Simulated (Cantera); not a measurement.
Feed: 1 mol Si₂Cl₆, 1.8 mol NH₃, 48 mol N₂, equilibrated at 2000 K and 133 Pa.

Method: chemical equilibrium by Gibbs-energy minimisation in Cantera with the NASA 1993 tables (ideal gas, pure condensed phases). Candidate condensed phases: NH₄Cl, Si, Si₃N₄; 28 gas species. The feed counts by its element totals alone. The tables' values for SiCl, SiCl₃, SiN are old estimates; treat these amounts as uncertain. Kinetics and transport are ignored.

Base state: N₂ 0.883, HCl 0.0409, SiCl₂ 0.0285, H₂ 0.0248, Cl 0.00861, H 0.00701, Si 0.00578, SiCl 0.00163 (mole fractions); condensed: gas only.

Question: What changes in the equilibrium state with this change: NH₃ from 1.8 to 31 mol?

Answer: 
| species | before | after |
|---|---|---|
| N₂ | 0.883 | 0.547 |
| H₂ | 0.0248 | 0.366 |
| HCl | 0.0409 | 0.0407 |
| SiCl₂ | 0.0285 | 0.00395 |
| H | 0.00701 | 0.0270 |
| Si | 0.00578 | 0.0119 |
| SiH₂ | 4.66e-7 | 1.42e-5 |
| SiCl₃ | 6.21e-5 | 2.22e-6 |
The tables' values for SiCl, SiN are old estimates; treat these amounts as uncertain. Gases not in the tables: Si₂H₆ and higher silanes.
